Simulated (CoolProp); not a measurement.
Vapour-liquid equilibrium of propane (1) + R236FA (2) at 28.05 °C; x and y are mole fractions of (1).

Model: multi-fluid Helmholtz-energy mixture model, Lemmon 2009 and Pan 2012; pair parameters Bell 2016, in CoolProp.

| x | bubble pressure, mixture model (kPa) | bubble pressure, Raoult's law (kPa) | y, mixture model | y, Raoult's law |
|---|---|---|---|---|
| 0.05 | 423.7 | 337.1 | 0.297 | 0.152 |
| 0.15 | 619.4 | 409.9 | 0.537 | 0.376 |
| 0.25 | 754.7 | 482.6 | 0.637 | 0.533 |
| 0.35 | 844.9 | 555.3 | 0.692 | 0.648 |
| 0.45 | 905.8 | 628.1 | 0.728 | 0.737 |
| 0.55 | 949.9 | 700.8 | 0.757 | 0.807 |
| 0.65 | 985.0 | 773.5 | 0.787 | 0.864 |
| 0.75 | 1014 | 846.3 | 0.822 | 0.911 |
| 0.85 | 1035 | 919.0 | 0.871 | 0.951 |
| 0.95 | 1039 | 991.7 | 0.946 | 0.985 |

The largest gap from Raoult's law is +56.4 % in bubble pressure, at x = 0.25. y crosses x between x = 0.85 and 0.95: the model has an azeotrope there.

The pair parameters rest on a limited set of measurements; away from them the model extrapolates. With so large a gap from Raoult's law the liquid may split in two, which this calculation doesn't test in full.
